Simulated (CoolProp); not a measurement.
A closed Brayton cycle with nitrogen: compressor inlet 319.15 K and 4.6 MPa, high pressure 11.7 MPa, turbine inlet 635 K, compressor efficiency 0.89, turbine efficiency 0.93, recuperator effectiveness 0.95 (on enthalpy, no pinch check). Each further row changes one setting.

The numbers come from the reference Helmholtz-energy equation of state, Span 2000 in CoolProp.

```
case                           thermal efficiency (%)  net work (kJ/kg)  compressor to turbine work  compressor exit (K)  turbine exit (K)
-----------------------------  ----------------------  ----------------  --------------------------  -------------------  ----------------
as stated                                        20.5              32.2                        0.78                430.3             499.0
turbine inlet 585 K                               [?]               [?]                        0.85                430.3             458.6
compressor inlet 329.15 K                        18.2               [?]                         [?]                  [?]             499.0
high pressure 9.94 MPa                           23.4               [?]                        0.75                408.7             520.6
recuperator effectiveness 0.5                     [?]              32.2                        0.78                430.3             499.0
```

**Question.** Complete the blanks.

**Answer.** 
- turbine inlet 585 K, thermal efficiency (%): 14.2
- turbine inlet 585 K, net work (kJ/kg): 20.2
- compressor inlet 329.15 K, net work (kJ/kg): 28.3
- compressor inlet 329.15 K, compressor to turbine work: 0.81
- compressor inlet 329.15 K, compressor exit (K): 443.6
- high pressure 9.94 MPa, net work (kJ/kg): 31.7
- recuperator effectiveness 0.5, thermal efficiency (%): 16.9
